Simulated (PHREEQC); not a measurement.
# Copper plating or etch bath: an equilibrium model

Solution (25 °C): 14 mmol/kgw Cu(NO3)2, 1.4 mmol/kgw HBF4 and 3.8 mmol/kgw NaCl. Closed to the air; pH follows from the charge balance.

Model: ion-association model, wateq4f.dat, run in PHREEQC.

Each row changes one thing in this solution. This is a speciation only: nothing precipitates in the calculation.

| case | pH | ionic strength (mol/kgw) | CuCl+ (mol/kgw) | CuCl2 (mol/kgw) | CuOH+ (mol/kgw) | Cu2(OH)2+2 (mol/kgw) | SI of Tenorite (CuO) | SI of Cu(OH)2 (Cu(OH)2) |
|---|---|---|---|---|---|---|---|---|
| as made | 2.80 | 0.0472 | 6.76e-5 | 8.97e-8 | 5.21e-8 | 1.73e-9 | -4.19 | -5.21 |
| HBF4 from 0.0014 to 0.0021 mol/kgw | 2.69 | 0.0478 | 6.74e-5 | 8.93e-8 | 4.00e-8 | 1.02e-9 | -4.42 | -5.44 |
| temperature from 25 to 85 °C | 2.97 | 0.0456 | [?] | 1.11e-6 | 6.91e-8 | 4.55e-7 | -2.04 | -3.06 |
| HBF4 left out | 4.68 | [?] | 6.87e-5 | 9.16e-8 | 3.97e-6 | 9.97e-6 | -0.43 | -1.45 |
| temperature from 25 to 60 °C | 2.88 | 0.0465 | 0.000278 | 4.77e-7 | 5.96e-8 | 5.20e-8 | -2.88 | -3.90 |
| Cu(NO3)2 from 0.014 to 0.07 mol/kgw | 2.77 | 0.215 | 0.000213 | 1.96e-7 | 1.83e-7 | 2.45e-8 | -3.73 | -4.75 |
| diluted 5-fold with water | 3.24 | 0.00975 | 3.83e-6 | 1.26e-9 | 3.59e-8 | [?] | -3.87 | -4.89 |
| temperature from 25 to 30 °C | [?] | 0.0472 | 8.50e-5 | [?] | 5.28e-8 | 2.90e-9 | -3.99 | -5.01 |
| HBF4 from 0.0014 to 0.00126 mol/kgw | 2.83 | 0.0471 | 6.76e-5 | 8.98e-8 | 5.55e-8 | 1.96e-9 | -4.13 | -5.15 |

Task: Complete the blanks.

Result: 
- temperature from 25 to 85 °C, CuCl+ (mol/kgw): 0.000594
- HBF4 left out, ionic strength (mol/kgw): 0.0457
- diluted 5-fold with water, Cu2(OH)2+2 (mol/kgw): 6.93e-10
- temperature from 25 to 30 °C, pH: 2.81
- temperature from 25 to 30 °C, CuCl2 (mol/kgw): 1.18e-7

At this temperature some constants are extrapolated from 25 °C, and those without enthalpy data are left unchanged. Real BF4- forms and hydrolyses slowly; the run takes it at equilibrium.
